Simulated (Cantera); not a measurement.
Charge: 1 mol B, 0.59 mol N₂, 0.37 mol H₂O, equilibrated at 0.000990 bar.

Equilibrium computed with Cantera from the NASA thermochemical tables; the gas is ideal and each condensed phase is pure. Candidate condensed phases: B, BN, B₂O₃, B₃O₃H₃, H₂O; 39 gas species. N₂ is the only nitrogen source here; it is nearly inert below about 1500 K, so the nitride shown seldom forms there in practice. Mutual solubility and eutectic melting of coexisting phases are not modelled. Kinetics and transport are ignored.

### Question
What share of the B ends up in condensed phases as a function of T (°C), at 477, 627, 777, 927, 1077, 1227, 1377, 1527, 1677, 1827, 1977, 2127?

### Answer
| T (°C) | B condensed (%) | as |
|---|---|---|
| 477 | 100.0 | BN(s) + B₂O₃(l) |
| 627 | 100.0 | BN(s) + B₂O₃(l) |
| 777 | 100.0 | BN(s) + B₂O₃(l) |
| 927 | 100.0 | BN(s) + B₂O₃(l) |
| 1077 | 99.7 | BN(s) + B₂O₃(l) |
| 1227 | 95.3 | BN(s) + B₂O₃(l) |
| 1377 | 71.6 | BN(s) |
| 1527 | 65.8 | BN(s) |
| 1677 | 63.3 | BN(s) |
| 1827 | 62.5 | B(s) |
| 1977 | 61.5 | B(s) |
| 2127 | 57.0 | B(l) |
